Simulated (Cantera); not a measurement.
A closed system holds: 1 mol Si, 0.052 mol O₂, 62 mol H₂, equilibrated at 1148.15 K and 20.0 Pa.

These are equilibrium values from Cantera (NASA tables, ideal gas, pure condensed phases), not measurements of a reactor. Candidate condensed phases: H₂O, Si, SiO₂; 18 gas species. Mutual solubility and eutectic melting of coexisting phases are not modelled. The tables hold silica as quartz up to 1696 K and as liquid above; real silica turns to tridymite and cristobalite and melts near 1996 K. The numbers say what is thermodynamically allowed, not how fast it happens.

Base state: H₂ 0.999, SiO 0.000562 (mole fractions); condensed: Si(s) + SiO₂(β-quartz).

Problem. What changes in the equilibrium state with this change: temperature from 1148.15 K to 2025 K?

Solution. 
```csv
species,before,after
H₂,0.999,0.859
H,5.08e-6,0.126
Si,<1e-9,0.0132
SiH,<1e-9,0.000111
SiO,0.000562,0.00155
"Si(s), mol",0.931,0
"SiO₂(β-quartz), mol",0.0346,0
```
